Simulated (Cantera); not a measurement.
Cantera with NASA thermochemical tables; ideal gases at 1 bar, condensed phases pure. Values are per mole of reaction as written; species without (g) are pure solids or liquids, kept so even where they would boil at 1 bar.

2 H2O(g) + 2 Na = H2(g) + 2 NaOH

```tsv
T (K)	ΔH° (kJ)	ΔS° (J/K)	ΔG° (kJ)	log10 K
725	[?]	[?]	[?]	[?]
825	-318.4	-140.4	-202.6	12.83
925	-312.2	-133.3	-188.9	10.67
1025	-306.4	-127.3	-175.9	8.96
1125	[?]	[?]	[?]	[?]
1225	[?]	[?]	[?]	[?]
```

Problem. Some entries are withheld; supply them.

Solution. 
- 725, ΔH° (kJ): -324.9
- 725, ΔS° (J/K): -148.8
- 725, ΔG° (kJ): -217.0
- 725, log10 K: 15.64
- 1125, ΔH° (kJ): -300.9
- 1125, ΔS° (J/K): -122.2
- 1125, ΔG° (kJ): -163.4
- 1125, log10 K: 7.59
- 1225, ΔH° (kJ): -295.8
- 1225, ΔS° (J/K): -117.9
- 1225, ΔG° (kJ): -151.4
- 1225, log10 K: 6.46
